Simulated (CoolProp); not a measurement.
R1234ze(Z) along the isotherm 401.3 K: density (kg/m³) from the reference equation and from simpler models built on Tc = 423.3 K, pc = 3531 kPa, ω = 0.327; each cubic takes its own stable root.

Model: reference Helmholtz-energy equation of state, Akasaka 2019, in CoolProp.

```csv
p (kPa),phase,reference
2120,gas,112.9
4250,liquid,889.6
6380,liquid,927.3
8500,liquid,955.0
10600,liquid,977.2
12800,liquid,996.8
14900,liquid,1013
17000,liquid,1028
19100,liquid,1041
21200,liquid,1053
23400,liquid,1065
25500,liquid,1075
27600,liquid,1085
29800,liquid,1095
31900,liquid,1103
34000,liquid,1112
```

### Question
How far does each simpler model (van der Waals, Peng-Robinson) lie from the reference over these 16 states: mean and median of the absolute difference, and the worst?

### Answer
- van der Waals: mean 36.0 %, median 36.8 %, worst -42.2 % at 401.3 K and 4250 kPa
- Peng-Robinson: mean 7.2 %, median 6.6 %, worst -13.2 % at 401.3 K and 4250 kPa
